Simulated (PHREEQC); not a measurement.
0.28 g of hydrous ferric oxide (600 m²/g; 0.2 weak and 0.005 strong sites per Fe, Dzombak-Morel constants, diffuse double layer) in 1 kg of water with 0.005 mol/kgw of an inert sodium salt and 0.0028 mmol/kgw Na2SO4, at 25 °C; the pH is set by adding NaOH or the inert anion's acid. O2 is buffered at 0.21 atm. The system is closed to CO2. Nothing may precipitate in this run.

Equilibrium calculation in PHREEQC: ion-association model, wateq4f.dat.

### Question
Predict surface charge σ (C/m²) at pH = 4, 4.5, 6, 6.5, 9.5.

### Answer
| pH | surface charge σ (C/m²) |
|---|---|
| 4 | 0.182 |
| 4.5 | 0.130 |
| 6 | 0.037 |
| 6.5 | 0.022 |
| 9.5 | -0.018 |
